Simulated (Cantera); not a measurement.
Input (Python, Cantera) and output of one run.

```python
import numpy as np
import cantera as ct

gas_names = """
    C CH CH2 CH3 CH2OH CH3O CH4 CH3OH CO CO2 COOH C2 C2H CHCO,ketyl C2H2,acetylene C2H2,vinylidene
    CH2CO,ketene C2H3,vinyl CH3CO,acetyl C2H4 C2H4O,ethylen CH3CHO,ethanal CH3COOH (HCOOH)2 C2H5 C2H6
    CH3OCH3 C2H5OH C2O C3 C3H3,propargyl C3H4,allene C3H4,propyne C3H4,cyclo- C3H5,allyl C3H6,propylene
    C3H6,cyclo- C3H6O C3H7,n-propyl C3H7,i-propyl C3H8 C3H8O,1propanol C3H8O,2propanol C3O2 C4 C4H2
    C4H4,1,3-cyclo- C4H6,butadiene C4H6,2-butyne C4H6,cyclo- C4H8,1-butene C4H8,cis2-buten
    C4H8,tr2-butene C4H8,isobutene C4H8,cyclo- (CH3COOH)2 C4H9,n-butyl C4H9,i-butyl C4H9,s-butyl
    C4H9,t-butyl C4H10,isobutane C4H10,n-butane C5 C5H6,1,3cyclo- C5H8,cyclo- C5H10,1-pentene
    C5H10,cyclo- C5H11,pentyl C5H11,t-pentyl C5H12,n-pentane C5H12,i-pentane CH3C(CH3)2CH3 C6H2
    C6H5,phenyl C6H5O,phenoxy C6H6 C6H5OH,phenol C6H10,cyclo- C6H12,1-hexene C6H12,cyclo- C6H13,n-hexyl
    C7H7,benzyl C7H8 C7H8O,cresol C7H14,1-heptene C7H15,n-heptyl C7H16,n-heptane C8H8,styrene
    C8H10,ethylbenz C8H16,1-octene C8H17,n-octyl C8H18,isooctane C8H18,n-octane C9H19,n-nonyl
    C10H8,naphthale C10H21,n-decyl C12H9,o-bipheny C12H10,bipheny H HCO HO2 H2 HCHO,formaldehy HCOOH H2O
    H2O2 O OH O2 O3 Ti TiO TiO2
""".split()
cond_names = """
    C(gr) C6H6(L) C7H8(L) C8H18(L),n-octa H2O(s) H2O(L) Ti(a) Ti(b) Ti(L) TiC(s) TiC(L) TiO(a) TiO(b)
    TiO(L) TiO2(ru) TiO2(L) Ti2O3(a) Ti2O3(b) Ti2O3(L) Ti3O5(a) Ti3O5(b) Ti3O5(L) Ti4O7(s) Ti4O7(L)
""".split()


def load(file, names, dense=False):
    # The tables refer to 1 bar. Condensed volumes are neglected.
    table = {s.name: s for s in ct.Species.list_from_file(file)}
    out = []
    for n in names:
        d = dict(table[n].input_data)
        d["thermo"] = dict(d["thermo"], **{"reference-pressure": 1e5})
        if dense:
            d["equation-of-state"] = {"model": "constant-volume", "density": "1e6 g/cm^3"}
        out.append(ct.Species.from_dict(d))
    return out


gas = ct.Solution(thermo="ideal-gas", species=load("nasa_gas.yaml", gas_names))
cond = {s.name: ct.Solution(thermo="fixed-stoichiometry", species=[s], name=s.name)
        for s in load("nasa_condensed.yaml", cond_names, dense=True)}
atoms = {
    'Ti(OiPr)4': {'Ti': 1, 'C': 12, 'H': 28, 'O': 4},
    'C3H8': {'C': 3, 'H': 8},
}
top_T = {'C(gr)': 4500}  # K; cautious upper limits of use, not melting points


def equilibrate(T, P, feed):
    n = {}
    for name, mol in feed.items():
        for a, k in atoms[name].items():
            n[a] = n.get(a, 0.0) + k * mol
    gas.TPX = T, P, n
    mass = sum(n.values()) * gas.mean_molecular_weight
    gas.equilibrate("TP")
    valid = [c for c in cond.values() if c.min_temp <= T <= top_T.get(c.name, c.max_temp)]
    mix = ct.Mixture([(gas, mass / gas.mean_molecular_weight)] + [(c, 0.0) for c in valid])
    mix.T, mix.P = T, P
    mix.equilibrate("TP", solver="vcs", rtol=1e-11, max_steps=5000)
    return mix


results = []
feed = {'Ti(OiPr)4': 1, 'C3H8': 1.3}  # mol
P = 10000  # Pa
for T in [1548, 1598, 1648, 1698, 1748, 1798, 1848, 1898, 1948, 1998, 2048, 2098, 2148]:
    mix = equilibrate(T, P, feed)
    results.append((T, P, feed, dict(zip(mix.species_names, mix.species_moles))))

top = {s: max(r[3][s] / sum(r[3][g] for g in gas_names) for r in results) for s in gas_names}
cols = sorted((s for s in top if top[s] > 1e-05), key=lambda s: -top[s])[:9]
seen = [c for c in cond_names if any(r[3].get(c, 0) > 1e-12 for r in results)]
print("log10 of partial pressures in bar; condensed amounts in mol")
print(f"{'T/K':>10s}" + "".join(f"{s[:9]:>10s}" for s in cols + seen))
for T, P, feed, n in results:
    ng = sum(n[g] for g in gas_names)
    print(f"{T:10.4g}" + "".join(f"{np.log10(max(n[s] / ng * P / 1e5, 1e-99)):10.3f}" for s in cols)
          + "".join(f"{n.get(c, 0):10.4g}" for c in seen))
```

Output:

```
log10 of partial pressures in bar; condensed amounts in mol
       T/K        H2        CO         H C2H2,acet       CH4       H2O     C(gr)    TiC(s)
      1548    -1.082    -1.763    -5.053    -5.887    -4.853    -5.757      10.9         1
      1598    -1.082    -1.763    -4.815    -5.652    -4.948    -5.899      10.9         1
      1648    -1.082    -1.763    -4.592    -5.432    -5.038    -6.032      10.9         1
      1698    -1.082    -1.764    -4.381    -5.225    -5.122    -6.158      10.9         1
      1748    -1.083    -1.764    -4.182    -5.030    -5.202    -6.276     10.89         1
      1798    -1.083    -1.764    -3.995    -4.846    -5.276    -6.387     10.89         1
      1848    -1.083    -1.764    -3.817    -4.672    -5.347    -6.492     10.89         1
      1898    -1.083    -1.764    -3.649    -4.508    -5.415    -6.592     10.88         1
      1948    -1.084    -1.764    -3.489    -4.352    -5.478    -6.687     10.88         1
      1998    -1.085    -1.764    -3.337    -4.205    -5.539    -6.777     10.87         1
      2048    -1.086    -1.765    -3.193    -4.065    -5.598    -6.863     10.86         1
      2098    -1.087    -1.765    -3.055    -3.933    -5.654    -6.945     10.84         1
      2148    -1.089    -1.766    -2.924    -3.807    -5.708    -7.023     10.83         1
```

Cantera equilibrium calculation (NASA polynomials, part measured and part estimated; ideal gas, pure solids and liquids). The feed counts by its element totals alone. TiC: taken at fixed stoichiometry.
